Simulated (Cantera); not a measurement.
A Cantera script and what it prints.

```python
import numpy as np
import cantera as ct

gas_names = [...]  # 110 gases of nasa_gas.yaml made of C, H, O
cond_names = """
    C(gr) C6H6(L) C7H8(L) C8H18(L),n-octa H2O(s) H2O(L)
""".split()


# ... load() reads the species with a 1 bar reference pressure and builds the phases ...
atoms = {
    'CH3OH': {'C': 1, 'H': 4, 'O': 1},
    'CO2': {'C': 1, 'O': 2},
    'H2': {'H': 2},
}
top_T = {'C(gr)': 4500}  # K; cautious upper limits of use, not melting points


# ... equilibrate(T, P, feed) seeds the gas with the atoms and calls Mixture.equilibrate('TP', solver="vcs", rtol=1e-11, max_steps=5000) ...
results = []
feed = {'CH3OH': 1, 'CO2': 0.54, 'H2': 81}  # mol
T = 925  # K
P = 12000  # Pa
mix = equilibrate(T, P, feed)
results.append((T, P, feed, dict(zip(mix.species_names, mix.species_moles))))
print(gas.report(threshold=0.001))
for i in range(1, mix.n_phases):
    print(f"{mix.phase(i).name:16s} {mix.phase_moles(i):12.5e} mol")
```

Output:

```
       temperature   925 K
          pressure   12000 Pa
           density   0.0040852 kg/m^3
  mean mol. weight   2.6182 kg/kmol
   phase of matter   gas

                          1 kg             1 kmol
                     ---------------   ---------------
          enthalpy        5.3118e+06        1.3907e+07  J
   internal energy        2.3744e+06        6.2166e+06  J
           entropy             70640        1.8495e+05  J/K
    Gibbs function        -6.003e+07       -1.5717e+08  J
 heat capacity c_p             11614             30409  J/K
 heat capacity c_v            8438.8             22095  J/K

                      mass frac. Y      mole frac. X     chem. pot. / RT
                     ---------------   ---------------   ---------------
               CH4          0.031342          0.005115           -41.958
                CO           0.13889          0.012983           -46.237
                H2           0.74715           0.97033           -19.465
               H2O          0.077497          0.011263           -62.676
     [ +106 minor]         0.0051225        0.00030476

C(gr)             0.00000e+00 mol
```

Cantera equilibrium calculation (NASA polynomials, part measured and part estimated; ideal gas, pure solids and liquids).
